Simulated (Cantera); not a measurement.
A closed system holds: 1 mol Al, 1.1 mol H2O, 3.1 mol N2, equilibrated at 2000 K and 0.133 bar.

These are equilibrium values from Cantera (NASA tables, ideal gas, pure condensed phases), not measurements of a reactor. Candidate condensed phases: Al, AlN, Al2O3, H2O; 35 gas species. Mutual solubility and eutectic melting of coexisting phases are not modelled. Condensed phases not in the tables: aluminium oxynitride. Rates play no part.

Base state: N2 0.728, H2 0.269, H 0.00231, Al 0.000494, Al2O 0.000277, AlH 2.61e-5, H2O 1.90e-5 (mole fractions); condensed: AlN(s) + Al2O3(s).

Problem. What changes in the equilibrium state with this change: pressure from 0.133 bar to 0.850 bar?

Solution. 
```tsv
species	before	after
N2	0.728	0.729
H2	0.269	0.270
H	0.00231	0.000916
Al	0.000494	3.07e-5
Al2O	0.000277	1.26e-5
AlH	2.61e-5	4.11e-6
H2O	1.90e-5	3.55e-5
AlN(s), mol	0.263	0.267
Al2O3(s), mol	0.366	0.367
```

Problem. What changes in the equilibrium state with this change: temperature from 2000 K to 673 K?

Solution. 
```
species          before     after
-------------  --------  --------
N2                0.728     0.730
H2                0.269     0.270
NH3             3.18e-7  0.000215
H               0.00231     <1e-9
Al             0.000494     <1e-9
Al2O           0.000277     <1e-9
AlH             2.61e-5     <1e-9
H2O             1.90e-5     <1e-9
AlN(s), mol       0.263     0.267
Al2O3(s), mol     0.366     0.367
```

Problem. What changes in the equilibrium state with this change: temperature from 2000 K to 1723.15 K?

Solution. 
| species | before | after |
|---|---|---|
| N2 | 0.728 | 0.729 |
| H2 | 0.269 | 0.270 |
| H | 0.00231 | 0.000260 |
| Al | 0.000494 | 1.09e-6 |
| Al2O | 0.000277 | 1.17e-7 |
| AlH | 2.61e-5 | 1.17e-7 |
| H2O | 1.90e-5 | 7.98e-6 |
| AlN(s), mol | 0.263 | 0.267 |
| Al2O3(s), mol | 0.366 | 0.367 |
